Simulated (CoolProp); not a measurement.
Vapour-liquid equilibrium of R134a (1) + R142b (2) at 253.6 K; x and y are mole fractions of (1).

Computed with CoolProp (multi-fluid Helmholtz-energy mixture model, Tillner-Roth 1994 and Lemmon 2006; pair parameters Bell 2016).

**Question.** Give the bubble pressure and the first vapour's composition at x = 0.125, 0.65, 0.8. Is there an azeotrope?

**Answer.** x = 0.125: 0.07697 MPa, y = 0.254; x = 0.65: 0.1163 MPa, y = 0.779; x = 0.8: 0.1250 MPa, y = 0.874. No azeotrope shows between x = 0.05 and 0.95.

The pair parameters rest on a limited set of measurements; away from them the model extrapolates.
